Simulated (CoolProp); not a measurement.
p-xylene along the isobar 0.101 MPa: Z from the reference equation and from simpler models built on Tc = 343.0 °C, pc = 3.532 MPa, ω = 0.324; each cubic takes its own stable root.

Model: reference Helmholtz-energy equation of state, Zhou 2012, in CoolProp.

| T (°C) | phase | reference |
|---|---|---|
| 104.95 | liquid | 0.004344 |
| 129.15 | liquid | 0.004206 |
| 153.35 | gas | 0.9594 |
| 177.55 | gas | 0.9674 |
| 201.65 | gas | 0.9733 |
| 225.85 | gas | 0.9777 |
| 250.05 | gas | 0.9812 |
| 274.25 | gas | 0.9839 |
| 298.45 | gas | 0.9861 |
| 322.65 | gas | 0.9879 |
| 346.85 | gas | 0.9893 |

Task: How far does each simpler model (van der Waals, Redlich-Kwong, Soave-Redlich-Kwong, Peng-Robinson) lie from the reference over these 11 states: mean and median of the absolute difference, and the worst?

Result: 
- van der Waals: mean 4130.0 %, median 0.8 %, worst +23121.6 % at 129.15 °C and 0.101 MPa
- Redlich-Kwong: mean 2084.0 %, median 0.5 %, worst +22900.5 % at 129.15 °C and 0.101 MPa
- Soave-Redlich-Kwong: mean 2.9 %, median 0.3 %, worst +14.7 % at 104.95 °C and 0.101 MPa
- Peng-Robinson: mean 0.4 %, median 0.1 %, worst +1.6 % at 104.95 °C and 0.101 MPa

At some of these states van der Waals, Redlich-Kwong gives the other phase, because its saturation line lies elsewhere.
